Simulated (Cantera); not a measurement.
Feed: 1 mol TiO2, 2.2 mol HCl, held at 14.0 mbar.

Cantera equilibrium calculation (NASA polynomials, part measured and part estimated; ideal gas, pure solids and liquids). Candidate condensed phases: H2O, Ti, TiCl2, TiCl3, TiCl4, TiO, TiO2, Ti2O3, Ti3O5, Ti4O7; 23 gas species. Condensed phases not in the tables: TiOCl. Equilibrium is a limit: real reactors are often held back by kinetics, nucleation or transport. All values below are at 1198 K.

Base state: HCl 0.997, H2O 0.00177, TiCl4 0.000882, Cl 0.000148, H2 8.77e-5, Cl2 1.44e-5 (mole fractions); condensed: TiO2(rutile).

Problem. What changes in the equilibrium state with this change: pressure from 14.0 mbar to 7.60 Pa?

Solution. 
```csv
species,before,after
HCl,0.997,0.998
Cl,0.000148,0.000895
H2,8.77e-5,0.000445
H2O,0.00177,0.000317
TiCl4,0.000882,0.000149
Cl2,1.44e-5,2.84e-6
"TiO2(rutile), mol",0.998,1.000
```

Problem. What changes in the equilibrium state with this change: TiO2 replaced by Fe2O3?

Solution. 
```tsv
species	before	after
HCl	0.997	0.881
H2O	0.00177	0.0602
FeCl2	0	0.0327
FeCl3	0	0.0113
TiCl4	0.000882	0
O2	<1e-9	0.00296
Fe2Cl4	0	1.01e-5
H2	8.77e-5	1.14e-7
TiO2(rutile), mol	0.998	0
Fe2O3(s), mol	0	0.952
```
Further candidate phases: Fe, FeCl2, FeCl3, FeO, Fe(OH)2, Fe(OH)3, Fe2O3, Fe3O4.
